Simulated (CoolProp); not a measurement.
Saturation properties of 1,2-dichloroethane.

Values from CoolProp's reference Helmholtz-energy equation of state, Thol 2015.

```json
[
 {"T (K)": "409.1", "p (bar)": "4.130", "liquid density (kg/m³)": "1067", "vapour density (kg/m³)": "13.10", "enthalpy of vaporisation (kJ/kg)": "291.9", "liquid cp (kJ/(kg K))": "1.447"},
 {"T (K)": "417.6", "p (bar)": "4.996", "liquid density (kg/m³)": "1051", "vapour density (kg/m³)": "15.72", "enthalpy of vaporisation (kJ/kg)": "286.0", "liquid cp (kJ/(kg K))": "1.463"},
 {"T (K)": "426.1", "p (bar)": "5.993", "liquid density (kg/m³)": "1035", "vapour density (kg/m³)": "18.76", "enthalpy of vaporisation (kJ/kg)": "279.8", "liquid cp (kJ/(kg K))": "1.480"},
 {"T (K)": "434.6", "p (bar)": "7.132", "liquid density (kg/m³)": "1018", "vapour density (kg/m³)": "22.24", "enthalpy of vaporisation (kJ/kg)": "273.3", "liquid cp (kJ/(kg K))": "1.498"},
 {"T (K)": "443.1", "p (bar)": "8.428", "liquid density (kg/m³)": "1001", "vapour density (kg/m³)": "26.23", "enthalpy of vaporisation (kJ/kg)": "266.5", "liquid cp (kJ/(kg K))": "1.517"},
 {"T (K)": "451.6", "p (bar)": "9.892", "liquid density (kg/m³)": "983.2", "vapour density (kg/m³)": "30.81", "enthalpy of vaporisation (kJ/kg)": "259.4", "liquid cp (kJ/(kg K))": "1.538"},
 {"T (K)": "460.1", "p (bar)": "11.54", "liquid density (kg/m³)": "964.8", "vapour density (kg/m³)": "36.04", "enthalpy of vaporisation (kJ/kg)": "251.9", "liquid cp (kJ/(kg K))": "1.562"},
 {"T (K)": "468.6", "p (bar)": "13.38", "liquid density (kg/m³)": "945.6", "vapour density (kg/m³)": "42.02", "enthalpy of vaporisation (kJ/kg)": "244.0", "liquid cp (kJ/(kg K))": "1.589"},
 {"T (K)": "477.1", "p (bar)": "15.44", "liquid density (kg/m³)": "925.7", "vapour density (kg/m³)": "48.88", "enthalpy of vaporisation (kJ/kg)": "235.6", "liquid cp (kJ/(kg K))": "1.619"},
 {"T (K)": "485.6", "p (bar)": "17.72", "liquid density (kg/m³)": "904.9", "vapour density (kg/m³)": "56.76", "enthalpy of vaporisation (kJ/kg)": "226.7", "liquid cp (kJ/(kg K))": "1.655"},
 {"T (K)": "494.1", "p (bar)": "20.25", "liquid density (kg/m³)": "882.9", "vapour density (kg/m³)": "65.87", "enthalpy of vaporisation (kJ/kg)": "217.1", "liquid cp (kJ/(kg K))": "1.699"}
]
```

It boils at 356.6 K under 1 atm.
